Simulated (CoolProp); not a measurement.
trans-2-butene along the isotherm 525 K: density (kg/m³) from the reference equation and from simpler models built on Tc = 428.6 K, pc = 4.019 MPa, ω = 0.210; each cubic takes its own stable root.

The numbers come from the reference Helmholtz-energy equation of state, Lemmon 2005 in CoolProp. It is a short technical equation, of lower accuracy than the large ones.

```
p (MPa)          phase  reference
-------  -------------  ---------
5.02     supercritical      84.32
10       supercritical      217.5
15.1     supercritical      317.0
20.1     supercritical      367.3
25.1     supercritical      399.4
30.1     supercritical      422.9
35.2     supercritical      441.8
40.2     supercritical      457.2
```

Question: How far does each simpler model (ideal gas, van der Waals, Soave-Redlich-Kwong, Peng-Robinson) lie from the reference over these 8 states: mean and median of the absolute difference, and the worst?

Answer: 
- ideal gas: mean 22.0 %, median 21.4 %, worst -40.9 % at 525 K and 10 MPa
- van der Waals: mean 15.0 %, median 18.2 %, worst -21.9 % at 525 K and 40.2 MPa
- Soave-Redlich-Kwong: mean 7.6 %, median 7.7 %, worst -11.3 % at 525 K and 15.1 MPa
- Peng-Robinson: mean 2.5 %, median 2.4 %, worst -4.2 % at 525 K and 15.1 MPa
